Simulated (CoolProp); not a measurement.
Vapour-liquid equilibrium of carbon dioxide (1) + n-butane (2) at -29.65 °C; x and y are mole fractions of (1).

Values from CoolProp's multi-fluid Helmholtz-energy mixture model, Span 1996 and Bücker 2006; pair parameters Kunz 2012.

Question: Give the bubble pressure and the first vapour's composition at x = 0.05, 0.35, 0.8. Is there an azeotrope?

Answer: x = 0.05: 184.1 kPa, y = 0.843; x = 0.35: 867.8 kPa, y = 0.968; x = 0.8: 1223 kPa, y = 0.983. No azeotrope shows between x = 0.05 and 0.95.

The pair parameters rest on a limited set of measurements; away from them the model extrapolates. With so large a gap from Raoult's law the liquid may split in two, which this calculation doesn't test in full.
